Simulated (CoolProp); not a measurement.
Vapour-liquid equilibrium of diethyl ether (1) + benzene (2) at 319.5 K; x and y are mole fractions of (1).

Computed with CoolProp (multi-fluid Helmholtz-energy mixture model, Thol 2014 and Thol 2012; pair parameters Bell 2016).

```tsv
x	bubble pressure, mixture model (MPa)	bubble pressure, Raoult's law (MPa)	y, mixture model	y, Raoult's law
0.05	0.03736	0.03747	0.198	0.203
0.2	0.05495	0.05552	0.535	0.547
0.35	0.07255	0.07358	0.710	0.722
0.5	0.09034	0.09163	0.819	0.828
0.65	0.1084	0.1097	0.893	0.900
0.8	0.1268	0.1277	0.947	0.951
0.95	0.1455	0.1458	0.988	0.989
```

The largest gap from Raoult's law is -1.4 % in bubble pressure, at x = 0.5. No azeotrope shows between x = 0.05 and 0.95.

Pair parameters are fitted to limited data, so mixtures are less certain than the pure fluids.
